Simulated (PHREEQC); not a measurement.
## Acid rinse or clean

A solution holds 0.046 mol HCl, 0.00036 mol CuSO4 and 0.00017 mol CuCl2 per kg of water, at 45 °C. Closed to the air; pH follows from the charge balance.

Model: ion-association model, phreeqc.dat, run in PHREEQC.

The pH is 1.41 and the ionic strength is 0.0473 mol/kgw. The specific conductance comes out as 25400 µS/cm and the total alkalinity is -46.0 meq/kg.

| species | molality | activity | log γ |
|---|---|---|---|
| Cl- | 0.0463 | 0.0376 | -0.090 |
| H+ | 0.0457 | 0.0389 | -0.070 |
| Cu+2 | 0.000459 | 0.000219 | -0.321 |
| HSO4- | 0.000276 | 0.000226 | -0.087 |
| SO4-2 | 8.18e-5 | 3.74e-5 | -0.340 |
| CuCl+ | 6.81e-5 | 5.54e-5 | -0.089 |
| CuSO4 | 1.88e-6 | 1.90e-6 | 0.005 |
| CuCl2 | 1.35e-6 | 1.37e-6 | 0.005 |

This is a speciation only: nothing precipitates in the calculation. At this temperature some constants are extrapolated from 25 °C, and those without enthalpy data are left unchanged.
